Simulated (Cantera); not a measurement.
# Transport properties of process gases

Gas mixture: NO = 0.97 (molar parts), at 10.0 bar, frozen composition.

Cantera's kinetic-theory transport with the Lennard-Jones parameters of GRI-Mech 3.0, ideal gas; thermal conductivity in the mixture-averaged form. The composition is frozen, though it would react at the higher temperatures.

| T (K) | ρ (kg/m³) | cp (J/kg/K) | μ (µPa s) | λ (mW/m/K) | Pr | D (cm²/s) NH3 | D (cm²/s) CH3 | D (cm²/s) H |
|---|---|---|---|---|---|---|---|---|
| 400 | 9.02 | 998.6 | 23.1 | 32.4 | 0.712 | 0.0382 | 0.0375 | 0.206 |
| 600 | 6.01 | 1041 | 30.6 | 45.1 | 0.706 | 0.0803 | 0.0756 | 0.414 |
| 800 | 4.51 | 1092 | 37.1 | 57.3 | 0.708 | 0.134 | 0.123 | 0.675 |
| 1000 | 3.61 | 1133 | 42.9 | 68.6 | 0.709 | 0.197 | 0.179 | 0.981 |
| 1200 | 3.01 | 1159 | 48.4 | 79.3 | 0.707 | 0.269 | 0.243 | 1.33 |
| 1400 | 2.58 | 1181 | 53.4 | 89.4 | 0.706 | 0.349 | 0.314 | 1.72 |
| 1600 | 2.26 | 1199 | 58.3 | 99.0 | 0.706 | 0.437 | 0.391 | 2.15 |
| 1800 | 2.00 | 1213 | 62.9 | 108 | 0.706 | 0.532 | 0.476 | 2.61 |
D: mixture-averaged diffusion coefficient of that species in the mixture.
